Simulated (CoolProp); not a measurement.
A single-stage vapour-compression cycle with R115: evaporating at 243.15 K (dew point), condensing at 297.15 K (bubble point), superheat 8 K, subcooling 2 K, compressor efficiency 0.75, no pressure losses. Each further row changes one setting.

Computed with CoolProp (reference Helmholtz-energy equation of state, Lemmon 2016).

| case | cooling COP | pressure ratio | discharge temperature (K) | refrigerating effect (kJ/kg) | volumetric capacity (kJ/m³) |
|---|---|---|---|---|---|
| as stated | ? | 5.86 | 306.8 | 74.3 | 870 |
| evaporating temperature 248.15 K | 2.81 | 4.80 | 306.2 | ? | 1090 |
| condensing temperature 292.15 K | ? | 5.12 | 302.1 | 79.7 | 933 |
| subcooling 7 K | ? | 5.86 | 306.8 | 79.7 | 933 |
| superheat 18 K | 2.50 | 5.86 | 316.9 | 81.1 | 906 |
| compressor efficiency 0.65 | 2.09 | 5.86 | 312.5 | 74.3 | 870 |

Task: What belongs in the gaps?

Result: 
- as stated, cooling COP: 2.41
- evaporating temperature 248.15 K, refrigerating effect (kJ/kg): 77.2
- condensing temperature 292.15 K, cooling COP: 2.79
- subcooling 7 K, cooling COP: 2.58
